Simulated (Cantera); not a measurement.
Input: 1 mol HMDSO, 6.6 mol O3, 1.8 mol N2, held at 13.3 mbar.

Equilibrium computed with Cantera from the NASA thermochemical tables; the gas is ideal and each condensed phase is pure. Candidate condensed phases: C, C6H6, C7H8, C8H18, H2O, Si, SiC, SiO2, Si2N2O, Si3N4; 151 gas species. The feed counts by its element totals alone. Rates play no part.

Which condensed phases are stable at each of these points (T (°C)): 475, 500, 525, 550, 575, 600, 625, 650?


```json
[
 {"T (°C)": "475", "condensed phases": "SiO2(α-quartz)", "Si condensed (%)": "100.0"},
 {"T (°C)": "500", "condensed phases": "SiO2(α-quartz)", "Si condensed (%)": "100.0"},
 {"T (°C)": "525", "condensed phases": "SiO2(α-quartz)", "Si condensed (%)": "100.0"},
 {"T (°C)": "550", "condensed phases": "SiO2(α-quartz)", "Si condensed (%)": "100.0"},
 {"T (°C)": "575", "condensed phases": "SiO2(β-quartz)", "Si condensed (%)": "100.0"},
 {"T (°C)": "600", "condensed phases": "SiO2(β-quartz)", "Si condensed (%)": "100.0"},
 {"T (°C)": "625", "condensed phases": "SiO2(β-quartz)", "Si condensed (%)": "100.0"},
 {"T (°C)": "650", "condensed phases": "SiO2(β-quartz)", "Si condensed (%)": "100.0"}
]
```

From 475 °C to 550 °C the condensed part is SiO2(α-quartz). From 575 °C to 650 °C the condensed part is SiO2(β-quartz).
